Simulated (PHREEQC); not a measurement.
**Reverse-osmosis permeate: an equilibrium model**

Model water analysis in mmol/kgw, 20 °C, pH 6.1, pe 1:

```json
[
 {"constituent": "Na", "mmol/kgw": "0.307"},
 {"constituent": "K", "mmol/kgw": "0.00368"},
 {"constituent": "Ca", "mmol/kgw": "0.0198"},
 {"constituent": "Mg", "mmol/kgw": "0.0591"},
 {"constituent": "Cl", "mmol/kgw": "0.238"},
 {"constituent": "S(6)", "mmol/kgw": "0.105"},
 {"constituent": "Alkalinity (meq/kgw)", "mmol/kgw": "0.0322"},
 {"constituent": "Ba", "mmol/kgw": "0.00161"},
 {"constituent": "Br", "mmol/kgw": "0.000581"},
 {"constituent": "B", "mmol/kgw": "0.00317"},
 {"constituent": "Li", "mmol/kgw": "6.24e-05"},
 {"constituent": "Sr", "mmol/kgw": "0.000177"},
 {"constituent": "Zn", "mmol/kgw": "0.00195"}
]
```

Valence states are taken as typed.

All values are PHREEQC results (ion-association model, phreeqc.dat), not measurements.

This is a speciation only: nothing precipitates in the calculation.

Task: What charge-balance error does the model give?

Result: charge-balance error -0.5 %.

Task: In which forms is Ba present?

Result: Ba+2 96 %, BaSO4 4.0 % of the Ba.

Species that the database lacks are ignored.
